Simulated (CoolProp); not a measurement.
Octamethylcyclotetrasiloxane (D4) along the isotherm 405.1 K: density (kg/m³) from the reference equation and from simpler models built on Tc = 586.5 K, pc = 13.47 bar, ω = 0.598; each cubic takes its own stable root.

Computed with CoolProp (reference Helmholtz-energy equation of state, Thol 2015).

```tsv
p (bar)	phase	reference	van der Waals	Redlich-Kwong	Soave-Redlich-Kwong	Peng-Robinson
0.213	gas	1.919	1.897	1.905	1.914	1.915
0.437	liquid	823.7	3.940	3.975	747.6	844.2
0.898	liquid	823.8	8.317	8.479	747.9	844.4
1.84	liquid	824.2	18.14	685.7	748.4	844.9
3.79	liquid	824.8	473.4	688.0	749.5	846.0
7.78	liquid	826.2	479.0	692.4	751.7	848.1
16	liquid	828.8	488.8	700.7	756.0	852.2
32.8	liquid	834.1	504.2	715.4	764.0	859.9
67.4	liquid	843.8	525.7	739.0	778.0	873.5
```

At some of these states van der Waals, Redlich-Kwong gives the other phase, because its saturation line lies elsewhere.
